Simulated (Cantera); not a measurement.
Input (Python, Cantera) and output of one run.

```python
import numpy as np
import cantera as ct

gas_names = """
    CL CL2 H HCL H2 Si SiCL SiCL2 SiCL3 SiCL4 SiH SiHCL3 SiH2 SiH2CL2 SiH3 SiH3CL SiH4 Si2 Si3
""".split()
cond_names = """
    Si(cr) Si(L)
""".split()


def load(file, names, dense=False):
    # The tables refer to 1 bar. Condensed volumes are neglected.
    table = {s.name: s for s in ct.Species.list_from_file(file)}
    out = []
    for n in names:
        d = dict(table[n].input_data)
        d["thermo"] = dict(d["thermo"], **{"reference-pressure": 1e5})
        if dense:
            d["equation-of-state"] = {"model": "constant-volume", "density": "1e6 g/cm^3"}
        out.append(ct.Species.from_dict(d))
    return out


gas = ct.Solution(thermo="ideal-gas", species=load("nasa_gas.yaml", gas_names))
cond = {s.name: ct.Solution(thermo="fixed-stoichiometry", species=[s], name=s.name)
        for s in load("nasa_condensed.yaml", cond_names, dense=True)}
atoms = {
    'SiCl4': {'Si': 1, 'CL': 4},
    'HCl': {'H': 1, 'CL': 1},
    'H2': {'H': 2},
}
top_T = {}  # K; cautious upper limits of use, not melting points


def equilibrate(T, P, feed):
    n = {}
    for name, mol in feed.items():
        for a, k in atoms[name].items():
            n[a] = n.get(a, 0.0) + k * mol
    gas.TPX = T, P, n
    mass = sum(n.values()) * gas.mean_molecular_weight
    gas.equilibrate("TP")
    valid = [c for c in cond.values() if c.min_temp <= T <= top_T.get(c.name, c.max_temp)]
    mix = ct.Mixture([(gas, mass / gas.mean_molecular_weight)] + [(c, 0.0) for c in valid])
    mix.T, mix.P = T, P
    mix.equilibrate("TP", solver="vcs", rtol=1e-11, max_steps=5000)
    return mix


results = []
feed = {'SiCl4': 1, 'HCl': 4.6, 'H2': 0.81}  # mol
T = 900  # K
P = 920000  # Pa
mix = equilibrate(T, P, feed)
results.append((T, P, feed, dict(zip(mix.species_names, mix.species_moles))))
x = sorted(zip(gas.X, gas.species_names), reverse=True)
print(f"T = {T:g} K  P = {P:g} Pa  gas = {mix.phase_moles(0):.4g} mol")
print("   x: " + "  ".join(f"{s} {v:.3e}" for v, s in x if v > 1e-06))
print("   condensed (mol): " + ("  ".join(f"{mix.phase(i).name} {mix.phase_moles(i):.4g}"
      for i in range(1, mix.n_phases) if mix.phase_moles(i) > 1e-12) or "none"))
```

It prints:

```
T = 900 K  P = 920000 Pa  gas = 6.41 mol
   x: HCL 7.177e-01  SiCL4 1.559e-01  H2 1.263e-01  SiHCL3 7.793e-05
   condensed (mol): none
```

These are equilibrium values from Cantera (NASA tables, ideal gas, pure condensed phases), not measurements of a reactor.
